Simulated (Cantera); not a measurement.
Charge: 1 mol HBr, 0.044 mol O2, held at 10000 Pa.

Equilibrium computed with Cantera from the NASA thermochemical tables; the gas is ideal and each condensed phase is pure. Candidate condensed phases: Br2, H2O; 12 gas species. Kinetics and transport are ignored. All values below are at 2448 K.

Base state: Br 0.475, HBr 0.273, H2 0.161, H2O 0.0637, H 0.0252, OH 0.00195, Br2 0.000484, O 0.000203 (mole fractions); condensed: gas only.

### Question
What changes in the equilibrium state with this change: O2 from 0.044 to 0.028 mol?

### Answer
```
species    before     after
-------  --------  --------
Br          0.475     0.468
HBr         0.273     0.284
H2          0.161     0.180
H2O        0.0637    0.0408
H          0.0252    0.0267
O2        3.32e-5   1.09e-5
O        0.000203  0.000117
OH        0.00195   0.00118
Br2      0.000484  0.000469
```
